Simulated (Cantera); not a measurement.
A Cantera script and what it prints.

```python
import numpy as np
import cantera as ct

gas_names = """
    AL ALH ALN AL2 H H2 N NH NH2 NH3 N2 N2H2 N2H4
""".split()
cond_names = """
    AL(cr) AL(L) ALN(s)
""".split()


def load(file, names, dense=False):
    # The tables refer to 1 bar. Condensed volumes are neglected.
    table = {s.name: s for s in ct.Species.list_from_file(file)}
    out = []
    for n in names:
        d = dict(table[n].input_data)
        d["thermo"] = dict(d["thermo"], **{"reference-pressure": 1e5})
        if dense:
            d["equation-of-state"] = {"model": "constant-volume", "density": "1e6 g/cm^3"}
        out.append(ct.Species.from_dict(d))
    return out


gas = ct.Solution(thermo="ideal-gas", species=load("nasa_gas.yaml", gas_names))
cond = {s.name: ct.Solution(thermo="fixed-stoichiometry", species=[s], name=s.name)
        for s in load("nasa_condensed.yaml", cond_names, dense=True)}
atoms = {
    'AlN': {'AL': 1, 'N': 1},
    'H2': {'H': 2},
}
top_T = {'ALN(s)': 2750}  # K; cautious upper limits of use, not melting points


def equilibrate(T, P, feed):
    n = {}
    for name, mol in feed.items():
        for a, k in atoms[name].items():
            n[a] = n.get(a, 0.0) + k * mol
    gas.TPX = T, P, n
    mass = sum(n.values()) * gas.mean_molecular_weight
    gas.equilibrate("TP")
    valid = [c for c in cond.values() if c.min_temp <= T <= top_T.get(c.name, c.max_temp)]
    mix = ct.Mixture([(gas, mass / gas.mean_molecular_weight)] + [(c, 0.0) for c in valid])
    mix.T, mix.P = T, P
    mix.equilibrate("TP", solver="vcs", rtol=1e-11, max_steps=5000)
    return mix


results = []
feed = {'AlN': 1, 'H2': 810}  # mol
P = 410  # Pa
for T in [1200, 1275, 1350, 1425, 1500, 1575, 1650, 1725, 1800, 1875, 1950, 2025]:
    mix = equilibrate(T, P, feed)
    results.append((T, P, feed, dict(zip(mix.species_names, mix.species_moles))))
    x = sorted(zip(gas.X, gas.species_names), reverse=True)
    print(f"T = {T:g} K  P = {P:g} Pa  gas = {mix.phase_moles(0):.4g} mol")
    print("   x: " + "  ".join(f"{s} {v:.3e}" for v, s in x if v > 1e-05))
    print("   condensed (mol): " + ("  ".join(f"{mix.phase(i).name} {mix.phase_moles(i):.4g}"
          for i in range(1, mix.n_phases) if mix.phase_moles(i) > 1e-12) or "none"))
```

Output:

```
T = 1200 K  P = 410 Pa  gas = 810 mol
   x: H2 1.000e+00
   condensed (mol): ALN(s) 1
T = 1275 K  P = 410 Pa  gas = 810 mol
   x: H2 1.000e+00  H 1.151e-05
   condensed (mol): ALN(s) 0.9999
T = 1350 K  P = 410 Pa  gas = 810 mol
   x: H2 1.000e+00  H 3.722e-05
   condensed (mol): ALN(s) 0.999
T = 1425 K  P = 410 Pa  gas = 810.1 mol
   x: H2 9.999e-01  H 1.065e-04
   condensed (mol): ALN(s) 0.9931
T = 1500 K  P = 410 Pa  gas = 810.2 mol
   x: H2 9.996e-01  H 2.749e-04  AL 4.688e-05  N2 2.525e-05
   condensed (mol): ALN(s) 0.9591
T = 1575 K  P = 410 Pa  gas = 810.6 mol
   x: H2 9.990e-01  H 6.487e-04  AL 2.383e-04  N2 1.261e-04  ALH 1.393e-05
   condensed (mol): ALN(s) 0.7955
T = 1650 K  P = 410 Pa  gas = 811.9 mol
   x: H2 9.970e-01  H 1.417e-03  AL 1.042e-03  N2 5.445e-04  ALH 4.722e-05
   condensed (mol): ALN(s) 0.1159
T = 1725 K  P = 410 Pa  gas = 812.7 mol
   x: H2 9.953e-01  H 2.894e-03  AL 1.188e-03  N2 6.153e-04  ALH 4.269e-05
   condensed (mol): none
T = 1800 K  P = 410 Pa  gas = 813.8 mol
   x: H2 9.926e-01  H 5.571e-03  AL 1.194e-03  N2 6.144e-04  ALH 3.468e-05
   condensed (mol): none
T = 1875 K  P = 410 Pa  gas = 815.6 mol
   x: H2 9.880e-01  H 1.018e-02  AL 1.197e-03  N2 6.130e-04  ALH 2.855e-05
   condensed (mol): none
T = 1950 K  P = 410 Pa  gas = 818.7 mol
   x: H2 9.804e-01  H 1.773e-02  AL 1.198e-03  N2 6.107e-04  ALH 2.376e-05
   condensed (mol): none
T = 2025 K  P = 410 Pa  gas = 823.7 mol
   x: H2 9.686e-01  H 2.958e-02  AL 1.194e-03  N2 6.070e-04  ALH 1.993e-05
   condensed (mol): none
```

These are equilibrium values from Cantera (NASA tables, ideal gas, pure condensed phases), not measurements of a reactor.
